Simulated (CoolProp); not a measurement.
The numbers come from the reference Helmholtz-energy equation of state, Akasaka 2024 in CoolProp.

Q: For R1132(E), give the phase and the Joule-Thomson coefficient (K/MPa) at 327.5 K and 0.0121 MPa.

A: 
- 327.5 K and 0.0121 MPa: gas; Joule-Thomson coefficient 12.1
